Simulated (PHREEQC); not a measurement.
Make-up at 25 °C: 0.036 mol/kgw HBr, 0.0042 mol/kgw NiCl2 and 0.3 mol/kgw KCl. Closed to the air; pH follows from the charge balance.

The numbers come from PHREEQC with the ion-association model, wateq4f.dat.

No solid was allowed to form.

Q: Predict the pH, activity of water.

A: pH 1.55; activity of water 0.988.

Q: In which forms is Ni present?

A: Ni+2 75 %, NiCl+ 15 %, NiCl2 7.6 %, NiBr+ 2.4 % of the Ni.
